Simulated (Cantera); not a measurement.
Mixture: CH₃OH : O₂ : N₂ = 1 : 1.36 : 3.7 (molar parts), equivalence ratio 1.1, at 760 Torr, adiabatic and at constant pressure. Ignition delay is the time to a rise of 400 K.

Detailed kinetics in Cantera: GRI-Mech 3.0 (53 species, 325 reactions). GRI-Mech 3.0 was tuned for natural gas; its chemistry of methanol as a main component is partial and can be far from experiment.

**Question.** Predict: delay at 1050 K; delay at 1100 K; delay at 1150 K; delay at 1200 K; delay at 1250 K; delay at 1300 K; apparent activation energy between 1200 and 1300 K.

**Answer.** 
```json
{
  "delay at 1050 K": "0.149 s",
  "delay at 1100 K": "52.6 ms",
  "delay at 1150 K": "20.4 ms",
  "delay at 1200 K": "8.62 ms",
  "delay at 1250 K": "3.92 ms",
  "delay at 1300 K": "1.91 ms",
  "apparent activation energy between 1200 and 1300 K": "200 kJ/mol"
}
```
